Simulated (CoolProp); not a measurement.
Vapour-liquid equilibrium of carbon dioxide (1) + neopentane (2) at -5.05 °C; x and y are mole fractions of (1).

Values from CoolProp's multi-fluid Helmholtz-energy mixture model, Span 1996 and Lemmon 2006; pair parameters Bell 2016.

| x | bubble pressure, mixture model (MPa) | bubble pressure, Raoult's law (MPa) | y, mixture model | y, Raoult's law |
|---|---|---|---|---|
| 0.05 | 0.2546 | 0.2072 | 0.770 | 0.734 |
| 0.125 | 0.5599 | 0.4309 | 0.895 | 0.882 |
| 0.2 | 0.8573 | 0.6547 | 0.931 | 0.929 |
| 0.275 | 1.130 | 0.8785 | 0.947 | 0.952 |
| 0.35 | 1.369 | 1.102 | 0.956 | 0.966 |
| 0.425 | 1.573 | 1.326 | 0.963 | 0.975 |
| 0.5 | 1.749 | 1.550 | 0.967 | 0.981 |
| 0.575 | 1.905 | 1.774 | 0.971 | 0.986 |
| 0.65 | 2.056 | 1.997 | 0.974 | 0.990 |
| 0.725 | 2.213 | 2.221 | 0.978 | 0.993 |
| 0.8 | 2.390 | 2.445 | 0.982 | 0.995 |
| 0.875 | 2.599 | 2.669 | 0.987 | 0.997 |
| 0.95 | 2.849 | 2.893 | 0.994 | 0.999 |

The largest gap from Raoult's law is +30.9 % in bubble pressure, at x = 0.2. No azeotrope shows between x = 0.05 and 0.95.

Pair parameters are fitted to limited data, so mixtures are less certain than the pure fluids. The gap from Raoult's law changes sign with composition, which may be real or a fault of the pair parameters; it wasn't checked against measurements.
